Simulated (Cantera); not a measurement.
Input: 1 mol CuF₂, 0.2 mol H₂, at 0.120 bar.

These are equilibrium values from Cantera (NASA tables, ideal gas, pure condensed phases), not measurements of a reactor. Candidate condensed phases: Cu, CuF₂; 15 gas species. Each liquid is taken as pure. Mutual solubility and eutectic melting of coexisting phases are not modelled. The numbers say what is thermodynamically allowed, not how fast it happens.

x: gas mole fraction; n: condensed amount in mol.

```tsv
T (K)	x HF	x CuF₂	x CuF	x F	x Cu	x H₂F₂	x F₂	n Cu(s)	n CuF₂(s)	n CuF₂(l)	n Cu(l)
673	1.000	2.71e-11	5.43e-11	<1e-12	<1e-12	2.66e-5	<1e-12	0.200	0.800	0	0
773	1.000	1.15e-8	1.76e-8	<1e-12	<1e-12	1.34e-5	<1e-12	0.200	0.800	0	0
873	1.000	1.15e-6	1.47e-6	<1e-12	<1e-12	7.88e-6	<1e-12	0.200	0.800	0	0
973	1.000	4.29e-5	4.79e-5	1.83e-11	4.27e-11	5.20e-6	<1e-12	0.200	0.800	0	0
1073	0.998	(withheld)	(withheld)	(withheld)	(withheld)	(withheld)	<1e-12	0.200	0.800	0	0
1173	0.987	(withheld)	(withheld)	(withheld)	(withheld)	(withheld)	<1e-12	0.199	0	0.796	0
1273	0.935	0.0278	0.0371	2.77e-7	6.87e-7	1.98e-6	<1e-12	0.192	0	0.780	0
1373	0.746	0.0991	0.155	2.41e-6	6.59e-6	1.05e-6	<1e-12	0	0	0.705	0.159
1473	0.355	0.290	0.355	2.28e-5	2.14e-5	2.02e-7	1.07e-11	0	0	0.274	0
1573	0.286	0.428	0.286	0.000241	1.57e-5	1.14e-7	5.04e-10	0	0	0	0
1673	0.285	0.427	0.286	0.00112	2.48e-5	1.01e-7	5.06e-9	0	0	0	0
1773	0.284	0.422	0.289	0.00432	3.81e-5	9.10e-8	3.81e-8	0	0	0	0
1873	0.282	0.409	0.296	0.0139	5.92e-5	8.17e-8	2.14e-7	0	0	0	0
1973	0.275	0.377	0.312	0.0364	9.89e-5	7.23e-8	8.50e-7	0	0	0	0
```

Problem. Complete the blanks.

Solution. 
- 1073, x CuF₂: 0.000784
- 1073, x CuF: 0.000794
- 1073, x F: 9.71e-10
- 1073, x Cu: 1.99e-9
- 1073, x H₂F₂: 3.72e-6
- 1173, x CuF₂: 0.00607
- 1173, x CuF: 0.00678
- 1173, x F: 2.20e-8
- 1173, x Cu: 4.76e-8
- 1173, x H₂F₂: 2.77e-6
